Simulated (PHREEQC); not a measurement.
A column of 0.1 m (40 cells, dispersivity 0.0035 m, 3600 s a shift, diffusion coefficient 3e-10 m²/s) holds 0.096 eq of the database's cation exchanger X per kg of pore water, first in equilibrium with 0.052 mol/kgw CaCl2, 0.0021 mol/kgw NaCl and 1e-05 mol/kgw HCl. It is flushed with 0.02 mol MgCl2 and 1e-05 mol HCl per kg of water, at 25 °C. Values are for the last cell. No CO2 enters from the air. Precipitation was switched off in this run.

Base run: PHREEQC, ion-association model, phreeqc.dat. Each further column changes one thing. The table gives Mg in solution (mol/kgw).

```
pore volumes      base  exchange capacity from 0.096 to 0.048 eq/kgw  dispersivity from 0.0035 to 0.007 m
------------  --------  --------------------------------------------  -----------------------------------
0                    0                                             0                                    0
0.6875         1.63e-5                                      0.000180                             0.000157
1.137         0.000374                                       0.00227                                    ?
1.812          0.00237                                             ?                              0.00381
2.263          0.00502                                        0.0119                              0.00622
2.938          0.00927                                        0.0161                              0.00983
3.612           0.0127                                        0.0183                               0.0127
4.062           0.0145                                        0.0191                               0.0143
4.737           0.0164                                        0.0196                                    ?
5.188           0.0174                                        0.0198                               0.0169
5.862           0.0184                                        0.0199                               0.0179
6.312           0.0189                                        0.0200                               0.0184
6.987           0.0194                                        0.0200                               0.0189
```

Problem. What belongs in the gaps?

Solution. 
- 1.137, dispersivity from 0.0035 to 0.007 m: 0.00118
- 1.812, exchange capacity from 0.096 to 0.048 eq/kgw: 0.00783
- 4.737, dispersivity from 0.0035 to 0.007 m: 0.0160
